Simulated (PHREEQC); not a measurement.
**Hard or scaling water: an equilibrium model**

Make-up at 25 °C: 2.1 mmol/kgw MgCl2 and 19 mmol/kgw Na2SO4. Closed to the air; pH follows from the charge balance.

Model: ion-association model, phreeqc.dat, run in PHREEQC.

Each row changes one thing in this solution. This is a speciation only: nothing precipitates in the calculation.

```
case                                  ionic strength (mol/kgw)  Na+ (mol/kgw)  SO4-2 (mol/kgw)  NaSO4- (mol/kgw)  Mg+2 (mol/kgw)  MgSO4 (mol/kgw)  SI of Halite (NaCl)
------------------------------------  ------------------------  -------------  ---------------  ----------------  --------------  ---------------  -------------------
as made                                                 0.0568         0.0366           0.0167           0.00136         0.00116         0.000938                -5.56
MgCl2 from 0.0021 to 0.0042 mol/kgw                        ___         0.0367           0.0159           0.00128         0.00240          0.00180                -5.27
Na2SO4 from 0.019 to 0.19 mol/kgw                        0.471          0.330            0.139            0.0499        0.000748          0.00135                -4.76
MgCl2 from 0.0021 to 0.00042 mol/kgw                    0.0546         0.0366              ___           0.00143        0.000226         0.000194                -6.26
```

**Question.** What belongs in the gaps?

**Answer.** 
- MgCl2 from 0.0021 to 0.0042 mol/kgw, ionic strength (mol/kgw): 0.0599
- MgCl2 from 0.0021 to 0.00042 mol/kgw, SO4-2 (mol/kgw): 0.0174

Complexes and solids missing from the database can't appear.
